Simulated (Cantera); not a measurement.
A Cantera script and what it prints.

```python
import numpy as np
import cantera as ct

gas_names = [...]  # 109 gases of nasa_gas.yaml made of C, Cl, H, Si
cond_names = """
    C(gr) C6H6(L) C7H8(L) C8H18(L),n-octa Si(cr) Si(L) SiC(b)
""".split()


# ... load() reads the species with a 1 bar reference pressure and builds the phases ...
atoms = {
    'CCl4': {'C': 1, 'CL': 4},
    'Si': {'Si': 1},
    'H2': {'H': 2},
    'HCl': {'H': 1, 'CL': 1},
}
top_T = {'C(gr)': 4500, 'SiC(b)': 3050}  # K; cautious upper limits of use, not melting points


# ... equilibrate(T, P, feed) seeds the gas with the atoms and calls Mixture.equilibrate('TP', solver="vcs", rtol=1e-11, max_steps=5000) ...
results = []
feed = {'CCl4': 1, 'Si': 0.011, 'H2': 4.7, 'HCl': 0.011}  # mol
P = 270  # Pa
for T in [1525, 1575, 1625, 1675, 1725, 1775, 1825]:
    mix = equilibrate(T, P, feed)
    results.append((T, P, feed, dict(zip(mix.species_names, mix.species_moles))))

top = {s: max(r[3][s] / sum(r[3][g] for g in gas_names) for r in results) for s in gas_names}
cols = sorted((s for s in top if top[s] > 0.001), key=lambda s: -top[s])[:5]
seen = [c for c in cond_names if any(r[3].get(c, 0) > 1e-12 for r in results)]
print("log10 of partial pressures in bar; condensed amounts in mol")
print(f"{'T/K':>10s}" + "".join(f"{s[:9]:>10s}" for s in cols + seen))
for T, P, feed, n in results:
    ng = sum(n[g] for g in gas_names)
    print(f"{T:10.4g}" + "".join(f"{np.log10(max(n[s] / ng * P / 1e5, 1e-99)):10.3f}" for s in cols)
          + "".join(f"{n.get(c, 0):10.4g}" for c in seen))
```

It prints:

```
log10 of partial pressures in bar; condensed amounts in mol
       T/K       HCL        H2        CL         H     SiCL2     C(gr)
      1525    -2.795    -2.962    -6.036    -6.107    -5.410    0.9999
      1575    -2.795    -2.962    -5.795    -5.863    -5.393    0.9999
      1625    -2.796    -2.963    -5.570    -5.633    -5.382    0.9998
      1675    -2.796    -2.963    -5.358    -5.417    -5.376    0.9997
      1725    -2.798    -2.963    -5.158    -5.213    -5.371    0.9995
      1775    -2.799    -2.964    -4.970    -5.020    -5.369    0.9992
      1825    -2.801    -2.965    -4.793    -4.838    -5.367    0.9988
```

Cantera equilibrium calculation (NASA polynomials, part measured and part estimated; ideal gas, pure solids and liquids). The tables' values for SiCl3 are old estimates; treat these amounts as uncertain.
